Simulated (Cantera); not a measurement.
Standard-state values (1 bar) from the NASA 1993 polynomials, evaluated with Cantera. Values are per mole of reaction as written; species without (g) are pure solids or liquids, kept so even where they would boil at 1 bar.

2 Cl(g) = Cl₂(g)

```
T (K)    ΔH° (kJ)   ΔS° (J/K)    ΔG° (kJ)     log10 K
-----  ----------  ----------  ----------  ----------
1973   (withheld)  (withheld)  (withheld)  (withheld)
2173   (withheld)  (withheld)  (withheld)  (withheld)
2373       -255.6      -122.7        35.6       -0.78
2573   (withheld)  (withheld)  (withheld)  (withheld)
2773       -256.6      -123.1        84.7       -1.60
2973       -256.8      -123.2       109.3       -1.92
```

**Question.** Fill in the missing entries.

**Answer.** 
- 1973, ΔH° (kJ): -254.2
- 1973, ΔS° (J/K): -122.0
- 1973, ΔG° (kJ): -13.4
- 1973, log10 K: 0.35
- 2173, ΔH° (kJ): -255.0
- 2173, ΔS° (J/K): -122.4
- 2173, ΔG° (kJ): 11.0
- 2173, log10 K: -0.27
- 2573, ΔH° (kJ): -256.2
- 2573, ΔS° (J/K): -122.9
- 2573, ΔG° (kJ): 60.1
- 2573, log10 K: -1.22
